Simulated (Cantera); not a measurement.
Cantera run:

```python
import numpy as np
import cantera as ct

gas_names = """
    C CO CO2 C2 C2O C3 C3O2 C4 C5 O O2 O3 Pb PbO Pb2
""".split()
cond_names = """
    C(gr) Pb(cr) Pb(L) PbO(rd) PbO(yw) PbO(L) PbO2(s) Pb3O4(s)
""".split()


# ... load() reads the species with a 1 bar reference pressure and builds the phases ...
atoms = {
    'PbO': {'Pb': 1, 'O': 1},
    'CO': {'C': 1, 'O': 1},
}
top_T = {'C(gr)': 4500, 'Pb3O4(s)': 820}  # K; cautious upper limits of use, not melting points


# ... equilibrate(T, P, feed) seeds the gas with the atoms and calls Mixture.equilibrate('TP', solver="vcs", rtol=1e-11, max_steps=5000) ...
results = []
feed = {'PbO': 1, 'CO': 1.5}  # mol
P = 10000  # Pa
for T in [1300, 1375, 1450, 1525, 1600, 1675, 1750, 1825, 1900, 1975, 2050]:
    mix = equilibrate(T, P, feed)
    results.append((T, P, feed, dict(zip(mix.species_names, mix.species_moles))))
    x = sorted(zip(gas.X, gas.species_names), reverse=True)
    print(f"T = {T:g} K  P = {P:g} Pa  gas = {mix.phase_moles(0):.4g} mol")
    print("   x: " + "  ".join(f"{s} {v:.3e}" for v, s in x if v > 0.0001))
    print("   condensed (mol): " + ("  ".join(f"{mix.phase(i).name} {mix.phase_moles(i):.4g}"
          for i in range(1, mix.n_phases) if mix.phase_moles(i) > 1e-12) or "none"))
```

Output:

```
T = 1300 K  P = 10000 Pa  gas = 1.54 mol
   x: CO2 6.492e-01  CO 3.246e-01  Pb 2.624e-02
   condensed (mol): Pb(L) 0.9596
T = 1375 K  P = 10000 Pa  gas = 1.605 mol
   x: CO2 6.228e-01  CO 3.115e-01  Pb 6.565e-02
   condensed (mol): Pb(L) 0.8945
T = 1450 K  P = 10000 Pa  gas = 1.763 mol
   x: CO2 5.670e-01  CO 2.838e-01  Pb 1.490e-01  PbO 1.924e-04
   condensed (mol): Pb(L) 0.7368
T = 1525 K  P = 10000 Pa  gas = 2.181 mol
   x: CO2 4.578e-01  Pb 3.113e-01  CO 2.300e-01  PbO 7.503e-04  Pb2 1.525e-04
   condensed (mol): Pb(L) 0.3189
T = 1600 K  P = 10000 Pa  gas = 2.5 mol
   x: CO2 3.984e-01  Pb 3.980e-01  CO 2.017e-01  PbO 1.679e-03  Pb2 1.985e-04
   condensed (mol): none
T = 1675 K  P = 10000 Pa  gas = 2.5 mol
   x: CO2 3.973e-01  Pb 3.970e-01  CO 2.028e-01  PbO 2.778e-03  Pb2 1.603e-04
   condensed (mol): none
T = 1750 K  P = 10000 Pa  gas = 2.5 mol
   x: CO2 3.957e-01  Pb 3.954e-01  CO 2.044e-01  PbO 4.368e-03  Pb2 1.312e-04
   condensed (mol): none
T = 1825 K  P = 10000 Pa  gas = 2.5 mol
   x: CO2 3.935e-01  Pb 3.933e-01  CO 2.066e-01  PbO 6.557e-03  Pb2 1.087e-04
   condensed (mol): none
T = 1900 K  P = 10000 Pa  gas = 2.5 mol
   x: CO2 3.906e-01  Pb 3.904e-01  CO 2.095e-01  PbO 9.434e-03
   condensed (mol): none
T = 1975 K  P = 10000 Pa  gas = 2.5 mol
   x: CO2 3.869e-01  Pb 3.868e-01  CO 2.131e-01  PbO 1.305e-02
   condensed (mol): none
T = 2050 K  P = 10000 Pa  gas = 2.5 mol
   x: Pb 3.824e-01  CO2 3.823e-01  CO 2.177e-01  PbO 1.741e-02  O2 1.218e-04
   condensed (mol): none
```

These are equilibrium values from Cantera (NASA tables, ideal gas, pure condensed phases), not measurements of a reactor. Gases not in the tables: (PbO)n polymers.
